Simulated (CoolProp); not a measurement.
Model: reference Helmholtz-energy equation of state, Lemmon and Jacobsen 2000, in CoolProp.

**Question.** Give the vapour pressure (kPa), vapour density (kg/m³), enthalpy of vaporisation (kJ/kg), liquid viscosity (µPa s) of saturated R143a at -75.35, -41.55 °C.

**Answer.** 
| T (°C) | p (kPa) | vapour density (kg/m³) | enthalpy of vaporisation (kJ/kg) | liquid viscosity (µPa s) |
|---|---|---|---|---|
| -75.35 | 21.4 | 1.11 | 245 | 293 |
| -41.55 | 132 | 6.10 | 223 | 206 |

Viscosity comes from a separate model (Klein 1997), an estimate that may be off by 10 % or more.
